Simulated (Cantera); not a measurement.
## Silicon epitaxy and polysilicon growth: SiCl4 + Cl2 + N2

Charge: 1 mol SiCl4, 0.02 mol Cl2, 46 mol N2, equilibrated at 1 atm.

These are equilibrium values from Cantera (NASA tables, ideal gas, pure condensed phases), not measurements of a reactor. Candidate condensed phases: Si, Si3N4; 13 gas species. The tables' values for SiCl3 are old estimates; treat these amounts as uncertain. Equilibrium is a limit: real reactors are often held back by kinetics, nucleation or transport.

```csv
T (K),x N2,x SiCl4,x Cl,x SiCl3
1173,0.978,0.0213,6.96e-5,8.36e-8
1223,0.978,0.0213,0.000114,2.65e-7
1273,0.978,0.0213,0.000177,7.78e-7
1323,0.978,0.0213,0.000260,2.15e-6
1373,0.978,0.0213,0.000360,5.70e-6
1423,0.978,0.0212,0.000472,1.45e-5
1473,0.978,0.0212,0.000589,3.59e-5
1523,0.978,0.0212,0.000714,8.44e-5
1573,0.978,0.0211,0.000868,0.000185
1623,0.978,0.0209,0.00109,0.000366
1673,0.977,0.0205,0.00144,0.000652
1723,0.977,0.0201,0.00195,0.00106
```
x: gas mole fraction; nothing condenses.

From 1173 K to 1723 K nothing is condensed. The main Si-bearing gas is SiCl4 throughout.
